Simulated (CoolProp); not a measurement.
Hexamethyldisiloxane (MM) at several states: fugacity coefficient from the reference equation and from simpler models built on Tc = 518.7 K, pc = 1.931 MPa, ω = 0.418; each cubic takes its own stable root.

Values from CoolProp's reference Helmholtz-energy equation of state, Thol 2016.

```
T (K)  p (MPa)  phase  reference
-----  -------  -----  ---------
448       0.12    gas     0.9632
617.8   0.0333    gas     0.9968
520.9    0.167    gas     0.9697
```

**Question.** How far does each simpler model (van der Waals, Redlich-Kwong, Soave-Redlich-Kwong, Peng-Robinson) lie from the reference over these 3 states: mean and median of the absolute difference, and the worst?

**Answer.** 
- van der Waals: mean 0.5 %, median 0.5 %, worst +1.1 % at 448 K and 0.12 MPa
- Redlich-Kwong: mean 0.2 %, median 0.1 %, worst +0.5 % at 448 K and 0.12 MPa
- Soave-Redlich-Kwong: mean 0.1 %, median 0.1 %, worst +0.2 % at 448 K and 0.12 MPa
- Peng-Robinson: mean 0.1 %, median 0.1 %, worst -0.2 % at 520.9 K and 0.167 MPa
